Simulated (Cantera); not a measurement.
Mixture: CO : H2 : O2 : N2 : H2O = 1 : 1.4 : 1.74 : 6.54 : 0.54 (molar parts), at 2030 Torr, adiabatic and at constant volume. Ignition delay is the time to a rise of 400 K.

Detailed kinetics in Cantera: GRI-Mech 3.0 (53 species, 325 reactions). The hydrogen kinetics of GRI-Mech 3.0 are dated; newer H2 mechanisms differ, most at raised pressure. Where the delays flatten at high temperature, the 400 K rule measures the pace of heat release, not the induction time.

**Question.** What does this change do: pressure from 2030 Torr to 465 Torr?

**Answer.** 
| quantity | before | after |
|---|---|---|
| delay at 1250 K | 19.9 µs | 76.7 µs |
| delay at 1300 K | 14.8 µs | 64.7 µs |
| delay at 1350 K | 11.7 µs | 56.5 µs |
| delay at 1400 K | 9.66 µs | 50.8 µs |
| delay at 1450 K | 8.22 µs | 47.0 µs |
| delay at 1500 K | 7.19 µs | 44.5 µs |
| delay at 1550 K | 6.43 µs | 43.2 µs |

**Question.** What does this change do: pressure from 2030 Torr to 7500 Torr?

**Answer.** 
```
quantity          before    after
---------------  -------  -------
delay at 1250 K  19.9 µs  30.2 µs
delay at 1300 K  14.8 µs  10.9 µs
delay at 1350 K  11.7 µs  5.58 µs
delay at 1400 K  9.66 µs  3.62 µs
delay at 1450 K  8.22 µs  2.65 µs
delay at 1500 K  7.19 µs  2.08 µs
delay at 1550 K  6.43 µs  1.70 µs
```
